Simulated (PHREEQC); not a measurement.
Make-up at 15 °C: 0.46 mol/kgw NaCl. It is in equilibrium with CO2 at log p = -3.5 (atm). Otherwise closed; pH follows from the charge balance.

Computed with PHREEQC (ion-association model, phreeqc.dat).

Precipitation was switched off in this run.

Task: What pH does the model give?

Result: pH 5.59.

Task: In which forms is C present?

Result: CO2 79 %, HCO3- 18 %, NaHCO3 2.3 % of the C.

Species that the database lacks are ignored.
